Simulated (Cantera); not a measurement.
A perfectly stirred reactor is fed with 84.7 % N2O, 15.3 % N2, at 1330 Pa; it is held at 1323 K, and followed from long to short residence time.

Detailed kinetics in Cantera: GRI-Mech 3.0 (53 species, 325 reactions). GRI-Mech 3.0 was tuned for natural gas; its chemistry of N2O as a main component is partial and can be far from experiment. Radical loss at walls, strong at low pressure, is not modelled. The mechanism lacks the step 2 NO + O2 → 2 NO2, which can matter for NO2 below about 1400 K. The temperature is held fixed by assumption; the heat of reaction is taken as removed at once.

x: mole fraction; the columns are a selection and need not sum to one.

```
τ (s)    x N2O     x NO2      x O      x O2     x NO
-------  -----  --------  -------  --------  -------
22       0.272   1.36e-5  1.02e-5     0.170   0.0641
6.9      0.509   6.40e-6  1.02e-5     0.100   0.0379
2.2      0.699   2.18e-6  1.03e-5    0.0439   0.0166
0.69     0.794   5.92e-7  1.03e-5    0.0156  0.00593
0.22     0.830   1.29e-7  1.03e-5   0.00520  0.00197
0.069    0.842       ___  1.02e-5       ___      ___
0.022    0.846       ___  1.01e-5       ___      ___
0.0070   0.847  2.49e-10  9.77e-6  0.000161  6.11e-5
0.0022   0.847  2.06e-11  8.84e-6   4.58e-5  1.74e-5
0.00070  0.847  1.25e-12  6.80e-6   1.12e-5  4.25e-6
0.00022  0.847    <1e-12  3.92e-6   2.03e-6  7.69e-7
```

Fill in the missing entries.


- 0.069, x NO2: 2.01e-8
- 0.069, x O2: 0.00165
- 0.069, x NO: 0.000625
- 0.022, x NO2: 2.44e-9
- 0.022, x O2: 0.000523
- 0.022, x NO: 0.000198
